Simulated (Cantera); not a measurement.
Input: 1 mol CaCl2, 0.73 mol HCl, 12 mol H2, equilibrated at 1452 °C and 10.0 mbar.

Equilibrium computed with Cantera from the NASA thermochemical tables; the gas is ideal and each condensed phase is pure. Candidate condensed phases: Ca, CaCl2; 9 gas species. The numbers say what is thermodynamically allowed, not how fast it happens.

Base state: H2 0.872, CaCl2 0.0726, HCl 0.0532, H 0.00173, CaCl 0.000145, Cl 8.19e-5 (mole fractions); condensed: gas only.

What changes in the equilibrium state with this change: temperature from 1452 °C to 977 °C?


```json
[
 {"species": "H2", "before": "0.872", "after": "0.941"},
 {"species": "HCl", "before": "0.0532", "after": "0.0572"},
 {"species": "CaCl2", "before": "0.0726", "after": "0.00210"},
 {"species": "CaCl", "before": "0.000145", "after": "3.61e-9"},
 {"species": "H", "before": "0.00173", "after": "4.69e-6"},
 {"species": "Cl", "before": "8.19e-5", "after": "2.44e-7"},
 {"species": "CaCl2(l), mol", "before": "0", "after": "0.973"}
]
```
